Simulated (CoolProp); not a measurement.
A Linde-Hampson liquefier for nitrogen: isothermal reversible compression at 230 K from 1 atm to 25 MPa, throttling to 1 atm, return gas leaving the recuperator 10 K below the feed. Each further row changes one setting.

Values from CoolProp's reference Helmholtz-energy equation of state, Span 2000.

```csv
case,liquid yield per pass,compression work (kJ/kg of gas)
as stated,(withheld),366
high pressure 50 MPa,(withheld),423
warm-end temperature 260 K,(withheld),(withheld)
warm-end gap 15 K,0.140,366
```

Question: Some entries are withheld; supply them.

Answer: 
- as stated, liquid yield per pass: 0.153
- high pressure 50 MPa, liquid yield per pass: 0.159
- warm-end temperature 260 K, liquid yield per pass: 0.103
- warm-end temperature 260 K, compression work (kJ/kg of gas): 421
